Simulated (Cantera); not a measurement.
An isothermal, constant-pressure homogeneous reactor starts with 5.56 % NH3, 94.4 % N2, at 1375 K and 0.987 atm.

Cantera simulation using the gas-phase N/H chemistry of the illustrative SiF4/NH3 mechanism in the Surface Chemkin manual (1991); the numbers are that mechanism's predictions, not measurements. Walls and surfaces, which speed up NH3 decomposition in real reactors, are not modelled.

**Question.** Predict: x(NH3) at 100 s; x(H2) at 100 s; x(NH) at 100 s; x(H) at 100 s.

**Answer.** 
- x(NH3) at 100 s: 0.0440 (gas-phase equilibrium 1.95e-6)
- x(H2) at 100 s: 0.0164 (gas-phase equilibrium 0.0789)
- x(NH) at 100 s: 7.14e-9 (gas-phase equilibrium <1e-12)
- x(H) at 100 s: 4.07e-7 (gas-phase equilibrium 9.69e-7)
